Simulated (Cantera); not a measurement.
An isothermal, constant-pressure homogeneous reactor starts with CH4 : H2O : H2 = 1 : 4.8 : 0.1 (molar parts), at 1225 K and 500000 Pa. Integrator tolerance rtol = 1e-08.

Cantera simulation using GRI-Mech 3.0 (53 species, 325 reactions); the numbers are that mechanism's predictions, not measurements.

| quantity | before | after |
|---|---|---|
| x(CH4) at 200 s | 0.138 (gas-phase equilibrium 9.63e-5) | 0.0355 (gas-phase equilibrium 3.82e-7) |
| x(H2O) at 200 s | 0.781 (gas-phase equilibrium 0.431) | 0.924 (gas-phase equilibrium 0.789) |
| x(H2) at 200 s | 0.0643 (gas-phase equilibrium 0.443) | 0.0321 (gas-phase equilibrium 0.167) |
| x(C2H2) at 200 s | 0.00277 (gas-phase equilibrium 4.13e-12) | 0.00130 (gas-phase equilibrium <1e-12) |
| x(HCO) at 200 s | 1.48e-12 (gas-phase equilibrium 2.17e-10) | <1e-12 (gas-phase equilibrium 1.80e-11) |
| x(CO2) at 200 s | 0.00527 (gas-phase equilibrium 0.0504) | 0.00465 (gas-phase equilibrium 0.0330) |

Q: What was changed between the two runs?
A) H2O 4.8 to 20 parts
B) pressure from 500000 Pa to 101000 Pa
C) H2 0.1 to 0.024 parts
D) temperature 1225 to 1875 K

A: A, H2O 4.8 to 20 parts
